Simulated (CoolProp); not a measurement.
Vapour-liquid equilibrium of propane (1) + isobutene (2) at 0.599 MPa; x and y are mole fractions of (1).

Computed with CoolProp (multi-fluid Helmholtz-energy mixture model, Lemmon 2009 and Lemmon 2005; pair parameters Bell 2016).

```tsv
x	bubble temperature (K)	y at the bubble point	dew temperature at overall composition x (K)	liquid density (mol/L)
0.05	318.2	0.133	320.9	10.04
0.15	311.4	0.332	317.6	10.25
0.25	306.0	0.476	314.3	10.44
0.35	301.6	0.587	310.7	___
0.45	297.7	0.678	307.0	10.79
0.55	294.2	0.755	303.1	10.97
0.65	291.0	0.823	298.9	11.14
0.75	288.0	0.883	___	11.31
0.85	___	___	289.7	___
0.95	282.3	0.980	284.2	11.66
```

### Question
Some entries are withheld; supply them.

### Answer

- 0.35, liquid density (mol/L): 10.62
- 0.75, dew temperature at overall composition x (K): 294.5
- 0.85, bubble temperature (K): 285.1
- 0.85, y at the bubble point: 0.935
- 0.85, liquid density (mol/L): 11.49

No azeotrope shows between x = 0.05 and 0.95.

Pair parameters are fitted to limited data, so mixtures are less certain than the pure fluids. The gap from Raoult's law changes sign with composition, which may be real or a fault of the pair parameters; it wasn't checked against measurements.
